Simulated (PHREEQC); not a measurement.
A solution holds 22 mmol/kgw HF, 0.13 mmol/kgw NH4F and 0.41 mmol/kgw H4SiO4, at 25 °C. Closed to the air; pH follows from the charge balance.

All values are PHREEQC results (ion-association model, phreeqc.dat), not measurements.

Each row changes one thing in this solution. This is a speciation only: nothing precipitates in the calculation.

| case | pH | ionic strength (mol/kgw) | HF (mol/kgw) | F- (mol/kgw) | HF2- (mol/kgw) | H4SiO4 (mol/kgw) | SI of Quartz (SiO2) |
|---|---|---|---|---|---|---|---|
| as made | 2.43 | 0.00453 | 0.0162 | 0.00311 | 0.000193 | 1.79e-9 | -4.77 |
| H4SiO4 replaced by Na2SiF6 at the same molality | 2.45 | 0.00515 | 0.0180 | 0.00367 | 0.000253 | 8.41e-10 | -5.09 |
| NH4F replaced by (NH4)2SiF6 at the same molality | 2.42 | (withheld) | 0.0161 | 0.00305 | 0.000189 | 2.47e-9 | -4.63 |
| temperature from 25 to 55 °C | 2.53 | 0.00371 | 0.0170 | 0.00231 | (withheld) | 3.20e-7 | -2.92 |
| 0.024 mol/kgw NaCl added | 2.43 | 0.0288 | 0.0159 | 0.00336 | 0.000204 | 1.38e-9 | -4.88 |
| HF from 0.022 to 0.044 mol/kgw | 2.25 | (withheld) | 0.0357 | (withheld) | 0.000641 | 3.24e-11 | -6.51 |
| diluted 5-fold with water | 2.86 | 0.00156 | 0.00262 | 0.00131 | 1.31e-5 | 3.01e-6 | -1.54 |
| NH4F from 0.00013 to 0.000117 mol/kgw | 2.43 | 0.00453 | 0.0162 | 0.00310 | 0.000192 | 1.80e-9 | (withheld) |
| H4SiO4 replaced by K2SiO3 at the same molality | 2.48 | 0.00489 | 0.0158 | 0.00345 | 0.000209 | 1.59e-9 | -4.82 |

Some entries are withheld; supply them.


- NH4F replaced by (NH4)2SiF6 at the same molality, ionic strength (mol/kgw): 0.00486
- temperature from 25 to 55 °C, HF2- (mol/kgw): 0.000172
- HF from 0.022 to 0.044 mol/kgw, ionic strength (mol/kgw): 0.00655
- HF from 0.022 to 0.044 mol/kgw, F- (mol/kgw): 0.00468
- NH4F from 0.00013 to 0.000117 mol/kgw, SI of Quartz (SiO2): -4.76

Away from 25 °C the constants follow the database's enthalpies or fits; those with neither stay at their 25 °C values. SiF6-2 is the database's only silicon fluoride.
